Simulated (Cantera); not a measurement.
Na₂CO₃ + H₂ (calcination and drying)

Charge: 1 mol Na₂CO₃, 0.34 mol H₂, equilibrated at 23.0 Pa.

Method: chemical equilibrium by Gibbs-energy minimisation in Cantera with the NASA 1993 tables (ideal gas, pure condensed phases). Candidate condensed phases: C, C₆H₆, C₇H₈, C₈H₁₈, H₂O, Na, NaOH, NaO₂, Na₂CO₃, Na₂O, Na₂O₂; 117 gas species. Kinetics and transport are ignored.

```tsv
T (K)	log p Na	log p CO₂	log p O₂	log p H₂O	log p CO	log p NaOH
1748	-3.91	-4.21	-4.69	-4.72	-5.79	-5.41
1773	-3.91	-4.22	-4.69	-4.72	-5.68	-5.48
1798	-3.91	-4.22	-4.68	-4.72	-5.58	-5.55
1823	-3.91	-4.23	-4.67	-4.72	-5.48	-5.62
1848	-3.91	-4.24	-4.67	-4.72	-5.38	-5.69
1873	-3.91	-4.25	-4.66	-4.73	-5.29	-5.76
1898	-3.91	-4.26	-4.65	-4.73	-5.20	-5.82
1923	-3.92	-4.27	-4.64	-4.74	-5.12	-5.89
1948	-3.92	-4.29	-4.63	-4.75	-5.04	-5.96
```
log p: log10 of the partial pressure in bar; nothing condenses.

From 1748 K to 1948 K nothing is condensed. The main Na-bearing gas is Na throughout.
